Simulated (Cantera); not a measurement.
**Hydrocarbon pyrolysis for carbon deposition**

An isothermal, constant-pressure homogeneous reactor starts with 17.2 % C₂H₆, 82.8 % N₂, at 1750 K and 0.315 Torr.

Cantera simulation using GRI-Mech 3.0 (53 species, 325 reactions); the numbers are that mechanism's predictions, not measurements. GRI-Mech 3.0 stops at C3 and has no aromatics, soot or wall deposition, so with more carbon than oxygen in the feed, carbon stays in small species such as C2H2 where larger ones or solid carbon would form. Radical loss at walls, strong at low pressure, is not modelled.

```json
[
 {"t (s)": "1.00e-6", "x C₂H₆": "0.172", "x C₂H": "<1e-12", "x CH₄": "1.01e-9", "x CH₂": "<1e-12", "x CH₃": "3.02e-5", "x HCN": "<1e-12"},
 {"t (s)": "3.16e-6", "x C₂H₆": "0.172", "x C₂H": "<1e-12", "x CH₄": "1.01e-8", "x CH₂": "1.08e-12", "x CH₃": "9.56e-5", "x HCN": "<1e-12"},
 {"t (s)": "1.00e-5", "x C₂H₆": "0.172", "x C₂H": "<1e-12", "x CH₄": "1.01e-7", "x CH₂": "3.52e-11", "x CH₃": "0.000302", "x HCN": "<1e-12"},
 {"t (s)": "3.16e-5", "x C₂H₆": "0.172", "x C₂H": "<1e-12", "x CH₄": "1.00e-6", "x CH₂": "1.21e-9", "x CH₃": "0.000953", "x HCN": "<1e-12"},
 {"t (s)": "0.000100", "x C₂H₆": "0.171", "x C₂H": "<1e-12", "x CH₄": "9.98e-6", "x CH₂": "4.24e-8", "x CH₃": "0.00299", "x HCN": "<1e-12"},
 {"t (s)": "0.000316", "x C₂H₆": "0.167", "x C₂H": "<1e-12", "x CH₄": "9.79e-5", "x CH₂": "1.33e-6", "x CH₃": "0.00922", "x HCN": "<1e-12"},
 {"t (s)": "0.00100", "x C₂H₆": "0.154", "x C₂H": "7.85e-12", "x CH₄": "0.000909", "x CH₂": "2.57e-5", "x CH₃": "0.0263", "x HCN": "1.48e-9"},
 {"t (s)": "0.00316", "x C₂H₆": "0.107", "x C₂H": "6.13e-8", "x CH₄": "0.00703", "x CH₂": "0.000128", "x CH₃": "0.0602", "x HCN": "3.50e-7"},
 {"t (s)": "0.0100", "x C₂H₆": "0.0155", "x C₂H": "5.80e-6", "x CH₄": "0.0355", "x CH₂": "0.000218", "x CH₃": "0.0690", "x HCN": "3.54e-6"},
 {"t (s)": "0.0316", "x C₂H₆": "8.63e-5", "x C₂H": "9.52e-6", "x CH₄": "0.0467", "x CH₂": "6.80e-5", "x CH₃": "0.0157", "x HCN": "9.00e-6"},
 {"t (s)": "0.100", "x C₂H₆": "1.45e-5", "x C₂H": "4.71e-6", "x CH₄": "0.0410", "x CH₂": "1.73e-5", "x CH₃": "0.00504", "x HCN": "1.04e-5"},
 {"t (s)": "0.316", "x C₂H₆": "4.89e-6", "x C₂H": "2.90e-6", "x CH₄": "0.0348", "x CH₂": "6.45e-6", "x CH₃": "0.00246", "x HCN": "1.11e-5"},
 {"t (s)": "1.00", "x C₂H₆": "1.98e-6", "x C₂H": "2.18e-6", "x CH₄": "0.0276", "x CH₂": "3.17e-6", "x CH₃": "0.00144", "x HCN": "1.17e-5"},
 {"t (s)": "3.16", "x C₂H₆": "8.32e-7", "x C₂H": "2.15e-6", "x CH₄": "0.0183", "x CH₂": "2.10e-6", "x CH₃": "0.000920", "x HCN": "1.26e-5"},
 {"t (s)": "10.0", "x C₂H₆": "2.05e-7", "x C₂H": "2.82e-6", "x CH₄": "0.00752", "x CH₂": "1.51e-6", "x CH₃": "0.000484", "x HCN": "1.52e-5"}
]
```
x: mole fraction; the columns are a selection and need not sum to one.

Equilibrium at this temperature and pressure: C₂H₆ <1e-12, C₂H 1.11e-5, CH₄ 1.19e-6, CH₂ 1.34e-8, CH₃ 5.46e-7, HCN 0.117 (gas phase only).
